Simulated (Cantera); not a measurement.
Input: 1 mol MgO, 0.2 mol H2S, 0.39 mol O2, equilibrated at 1475 K and 0.133 bar.

Method: chemical equilibrium by Gibbs-energy minimisation in Cantera with the NASA 1993 tables (ideal gas, pure condensed phases). Candidate condensed phases: H2O, H2SO4, Mg, MgO, Mg(OH)2, MgS, MgSO4, S; 26 gas species. Kinetics and transport are ignored.

Base state: H2O 0.409, SO2 0.406, O2 0.183, SO3 0.00270, OH 0.000203 (mole fractions); condensed: MgO(s).

What changes in the equilibrium state with this change: temperature from 1475 K to 925 K?


| species | before | after |
|---|---|---|
| H2O | 0.409 | 0.909 |
| SO2 | 0.406 | 0.0909 |
| SO3 | 0.00270 | 2.53e-6 |
| O2 | 0.183 | <1e-9 |
| OH | 0.000203 | <1e-9 |
| MgO(s), mol | 1.00 | 0.820 |
| MgSO4(s), mol | 0 | 0.180 |

What changes in the equilibrium state with this change: temperature from 1475 K to 948.15 K?


```tsv
species	before	after
H2O	0.409	0.909
SO2	0.406	0.0909
SO3	0.00270	6.14e-6
O2	0.183	2.90e-9
OH	0.000203	2.14e-9
MgO(s), mol	1.00	0.820
MgSO4(s), mol	0	0.180
```
